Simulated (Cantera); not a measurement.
Charge: 1 mol HCl, 9.8 mol H2O, 50 mol N2, at 2477 °C and 1.20 mbar.

These are equilibrium values from Cantera (NASA tables, ideal gas, pure condensed phases), not measurements of a reactor. Candidate condensed phases: H2O, NH4Cl; 29 gas species. Kinetics and transport are ignored.

Base state: N2 0.633, H 0.223, O 0.0973, H2 0.0127, Cl 0.0117, OH 0.00879, O2 0.00575, NO 0.00508 (mole fractions); condensed: gas only.

Q: What changes in the equilibrium state with this change: temperature from 2477 °C to 2900 °C?

A: 
```tsv
species	before	after
N2	0.633	0.615
H	0.223	0.251
O	0.0973	0.117
H2	0.0127	0.00111
Cl	0.0117	0.0122
H2O	0.00187	1.01e-5
N	5.52e-5	0.000905
O2	0.00575	0.000416
```

Q: What changes in the equilibrium state with this change: pressure from 1.20 mbar to 10.0 mbar?

A: 
```tsv
species	before	after
N2	0.633	0.692
H	0.223	0.133
O	0.0973	0.0522
H2O	0.00187	0.0249
H2	0.0127	0.0380
OH	0.00879	0.0235
O2	0.00575	0.0138
Cl	0.0117	0.00986
HCl	0.000968	0.00406
N	5.52e-5	2.00e-5
NO	0.00508	0.00823
```
